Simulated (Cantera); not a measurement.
What does this Cantera script print?

```python
import numpy as np
import cantera as ct

gas_names = """
    Fe FeO Fe(OH)2 H HNO HNO2 HNO3 HO2 H2 H2O H2O2 N NH NH2 NH3 NH2OH NO NO2 NO3 N2 N2H2 N2H4 N2O O OH
    O2 O3
""".split()
cond_names = """
    Fe(a) Fe(c) Fe(d) Fe(L) FeO(s) FeO(L) Fe(OH)2(s) Fe(OH)3(s) Fe2O3(s) Fe3O4(s) H2O(s) H2O(L)
""".split()


def load(file, names, dense=False):
    # The tables refer to 1 bar. Condensed volumes are neglected.
    table = {s.name: s for s in ct.Species.list_from_file(file)}
    out = []
    for n in names:
        d = dict(table[n].input_data)
        d["thermo"] = dict(d["thermo"], **{"reference-pressure": 1e5})
        if dense:
            d["equation-of-state"] = {"model": "constant-volume", "density": "1e6 g/cm^3"}
        out.append(ct.Species.from_dict(d))
    return out


gas = ct.Solution(thermo="ideal-gas", species=load("nasa_gas.yaml", gas_names))
cond = {s.name: ct.Solution(thermo="fixed-stoichiometry", species=[s], name=s.name)
        for s in load("nasa_condensed.yaml", cond_names, dense=True)}
atoms = {
    'Fe2O3': {'Fe': 2, 'O': 3},
    'H2': {'H': 2},
    'N2': {'N': 2},
}
top_T = {'Fe2O3(s)': 1830, 'Fe3O4(s)': 1870}  # K; cautious upper limits of use, not melting points


def equilibrate(T, P, feed):
    n = {}
    for name, mol in feed.items():
        for a, k in atoms[name].items():
            n[a] = n.get(a, 0.0) + k * mol
    gas.TPX = T, P, n
    mass = sum(n.values()) * gas.mean_molecular_weight
    gas.equilibrate("TP")
    valid = [c for c in cond.values() if c.min_temp <= T <= top_T.get(c.name, c.max_temp)]
    mix = ct.Mixture([(gas, mass / gas.mean_molecular_weight)] + [(c, 0.0) for c in valid])
    mix.T, mix.P = T, P
    mix.equilibrate("TP", solver="vcs", rtol=1e-11, max_steps=5000)
    return mix


results = []
feed = {'Fe2O3': 1, 'H2': 1900, 'N2': 51}  # mol
P = 67  # Pa
for T in [825, 975, 1125, 1275, 1425, 1575, 1725, 1875]:
    mix = equilibrate(T, P, feed)
    results.append((T, P, feed, dict(zip(mix.species_names, mix.species_moles))))

top = {s: max(r[3][s] / sum(r[3][g] for g in gas_names) for r in results) for s in gas_names}
cols = sorted((s for s in top if top[s] > 0.0001), key=lambda s: -top[s])[:7]
seen = [c for c in cond_names if any(r[3].get(c, 0) > 1e-12 for r in results)]
print("log10 of partial pressures in bar; condensed amounts in mol")
print(f"{'T/K':>10s}" + "".join(f"{s[:9]:>10s}" for s in cols + seen))
for T, P, feed, n in results:
    ng = sum(n[g] for g in gas_names)
    print(f"{T:10.4g}" + "".join(f"{np.log10(max(n[s] / ng * P / 1e5, 1e-99)):10.3f}" for s in cols)
          + "".join(f"{n.get(c, 0):10.4g}" for c in seen))
```

Output:

```
log10 of partial pressures in bar; condensed amounts in mol
       T/K        H2        N2         H       H2O        Fe     Fe(a)     Fe(c)
       825    -3.186    -4.757   -12.694    -5.987   -18.374         2         0
       975    -3.186    -4.757   -10.535    -5.987   -14.375         2         0
      1125    -3.186    -4.757    -8.945    -5.987   -11.473         2         0
      1275    -3.186    -4.757    -7.726    -5.987    -9.277         0     1.998
      1425    -3.186    -4.757    -6.759    -5.987    -7.554         0     1.919
      1575    -3.187    -4.757    -5.975    -5.988    -6.165         0  0.006748
      1725    -3.190    -4.759    -5.326    -5.989    -6.165         0         0
      1875    -3.198    -4.762    -4.782    -5.994    -6.169         0         0
```

Cantera equilibrium calculation (NASA polynomials, part measured and part estimated; ideal gas, pure solids and liquids).
